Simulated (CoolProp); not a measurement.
Vapour-liquid equilibrium of R114 (1) + benzene (2) at 1.74 bar; x and y are mole fractions of (1).

Computed with CoolProp (multi-fluid Helmholtz-energy mixture model, Platzer 1990 and Thol 2012; pair parameters Bell 2016). This equation is an older, rougher fit; its heat capacities, sound speeds and derivatives of the liquid may be far off and weren't checked against measurements.

**Question.** Give the bubble temperature and the first vapour's composition at x = 0.05, 0.8, 0.95. Is there an azeotrope?

**Answer.** x = 0.05: 347.6 K, y = 0.521; x = 0.8: 296.6 K, y = 0.968; x = 0.95: 293.1 K, y = 0.991. No azeotrope shows between x = 0.05 and 0.95.

The pair parameters rest on a limited set of measurements; away from them the model extrapolates. With so large a gap from Raoult's law the liquid may split in two, which this calculation doesn't test in full.
